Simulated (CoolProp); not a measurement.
Saturation properties of n-perfluorohexane (Tc = 448.0 K, pc = 17.42 bar, ω = 0.497).

Computed with CoolProp (reference Helmholtz-energy equation of state, Gao 2022).

```
T (K)  p (bar)  liquid density (kg/m³)  enthalpy of vaporisation (kJ/kg)
-----  -------  ----------------------  --------------------------------
300.5   0.3257                       ?                             92.51
307.2   0.4307                    1649                             90.77
313.9   0.5612                    1629                             88.99
320.6        ?                    1609                                 ?
327.3   0.9151                    1588                             85.32
334      1.148                    1566                                 ?
340.7    1.423                    1544                             81.43
347.4    1.748                    1522                             79.39
354.1    2.127                    1498                             77.28
360.8        ?                       ?                             75.07
```

Task: Some entries are withheld; supply them.

Result: 
- 300.5, liquid density (kg/m³): 1669
- 320.6, p (bar): 0.7212
- 320.6, enthalpy of vaporisation (kJ/kg): 87.18
- 334, enthalpy of vaporisation (kJ/kg): 83.41
- 360.8, p (bar): 2.565
- 360.8, liquid density (kg/m³): 1474

It boils at 330.3 K under 1 atm.
